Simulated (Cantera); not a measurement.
Feed: 1 mol SiH4, 45 mol N2, equilibrated at 1750 K and 128 Torr.

Cantera equilibrium calculation (NASA polynomials, part measured and part estimated; ideal gas, pure solids and liquids). Candidate condensed phases: Si, Si3N4; 18 gas species. The numbers say what is thermodynamically allowed, not how fast it happens.

What is the equilibrium state?

x(N2): 0.957
x(H2): 0.0431
x(H): 0.000117
n(Si3N4(s)): 0.333 mol
gas amount: 46.34 mol
log10 activity of Si(l) (absent): -1.09
